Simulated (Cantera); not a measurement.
**Ignition delay**

Mixture: CH₄ : O₂ : N₂ : CO₂ = 1 : 1.05 : 3.96 : 0.23 (molar parts), equivalence ratio 1.9, at 12000 Torr, adiabatic and at constant pressure. Ignition delay is the time to a rise of 400 K.

Model: GRI-Mech 3.0 (53 species, 325 reactions), integrated in Cantera. The pressure lies above the range GRI-Mech 3.0 was tuned for (to about 10 atm).

```json
[
 {"T0 (K)": "1000", "delay (ms)": "66.5"},
 {"T0 (K)": "1075", "delay (ms)": "20.7"},
 {"T0 (K)": "1150", "delay (ms)": "7.55"},
 {"T0 (K)": "1225", "delay (ms)": "3.05"},
 {"T0 (K)": "1300", "delay (ms)": "1.32"},
 {"T0 (K)": "1375", "delay (ms)": "0.602"},
 {"T0 (K)": "1450", "delay (ms)": "0.286"}
]
```

| Property | Result |
|---|---|
| apparent activation energy between 1300 and 1450 K | 160 kJ/mol |
